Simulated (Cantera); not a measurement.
## Equilibrium for halide evaporation, hydrolysis and transport: MgF2 + H2

Input: 1 mol MgF2, 0.49 mol H2, held at 748.15 K and 51.0 mbar.

Equilibrium computed with Cantera from the NASA thermochemical tables; the gas is ideal and each condensed phase is pure. Candidate condensed phases: Mg, MgF2; 17 gas species. Equilibrium is a limit: real reactors are often held back by kinetics, nucleation or transport.

The x(H2) comes out as 1.00 and the n(MgF2(s)) is 1.00 mol. The gas amount is 0.4900 mol and the log10 activity of Mg(s) (absent) is -10.24.
